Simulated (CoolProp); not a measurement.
Methane along the isobar 5310 kPa: density (kg/m³) from the reference equation and from simpler models built on Tc = 190.6 K, pc = 4599 kPa, ω = 0.011; each cubic takes its own stable root.

Model: reference Helmholtz-energy equation of state, Setzmann 1991, in CoolProp.

```tsv
T (K)	phase	reference
163.6	liquid	340.2
179	liquid	299.6
194.3	supercritical	196.9
209.7	supercritical	77.83
225.1	supercritical	62.09
240.4	supercritical	53.51
255.8	supercritical	47.65
271.2	supercritical	43.27
286.5	supercritical	39.84
301.9	supercritical	37.00
```

Question: How far does each simpler model (Soave-Redlich-Kwong, Peng-Robinson) lie from the reference over these 10 states: mean and median of the absolute difference, and the worst?

Answer: 
- Soave-Redlich-Kwong: mean 3.1 %, median 0.5 %, worst -14.4 % at 194.3 K and 5310 kPa
- Peng-Robinson: mean 3.9 %, median 3.2 %, worst +7.3 % at 163.6 K and 5310 kPa
